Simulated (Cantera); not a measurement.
A closed system holds: 1 mol H2S, 0.032 mol O2, 5.7 mol H2, at 13.3 mbar.

Cantera equilibrium calculation (NASA polynomials, part measured and part estimated; ideal gas, pure solids and liquids). Candidate condensed phases: H2O, H2SO4, S; 19 gas species. Gases not in the tables: S3 to S7. Rates play no part.

x: gas mole fraction; nothing condenses.

| T (°C) | x H2 | x H2S | x S2 | x H2O | x SH | x H | x S |
|---|---|---|---|---|---|---|---|
| 675 | 0.841 | 0.149 | 3.91e-5 | 0.00955 | 2.87e-6 | 4.16e-9 | ___ |
| 725 | 0.841 | 0.149 | 0.000122 | 0.00955 | 8.16e-6 | 1.71e-8 | ___ |
| 775 | 0.842 | 0.148 | 0.000341 | 0.00955 | 2.09e-5 | 6.14e-8 | ___ |
| 825 | 0.842 | 0.147 | 0.000860 | 0.00954 | 4.91e-5 | 1.97e-7 | ___ |
| 875 | 0.843 | 0.145 | 0.00196 | 0.00953 | 0.000106 | 5.70e-7 | ___ |
| 925 | 0.846 | 0.140 | 0.00403 | 0.00951 | 0.000210 | 1.51e-6 | ___ |
| 975 | 0.850 | 0.133 | 0.00741 | 0.00948 | 0.000386 | 3.73e-6 | ___ |
| 1025 | 0.855 | 0.122 | 0.0121 | 0.00943 | 0.000653 | 8.58e-6 | ___ |
| 1075 | 0.862 | 0.110 | 0.0179 | 0.00938 | 0.00103 | 1.86e-5 | ___ |
| 1125 | 0.869 | 0.0960 | 0.0240 | 0.00931 | 0.00152 | 3.82e-5 | ___ |
| 1175 | 0.876 | 0.0826 | 0.0299 | 0.00925 | 0.00212 | 7.47e-5 | ___ |

**Question.** What belongs in the gaps?

**Answer.** 
- 675, x S: 9.01e-11
- 725, x S: 6.28e-10
- 775, x S: 3.64e-9
- 825, x S: 1.79e-8
- 875, x S: 7.57e-8
- 925, x S: 2.80e-7
- 975, x S: 9.06e-7
- 1025, x S: 2.59e-6
- 1075, x S: 6.63e-6
- 1125, x S: 1.53e-5
- 1175, x S: 3.26e-5
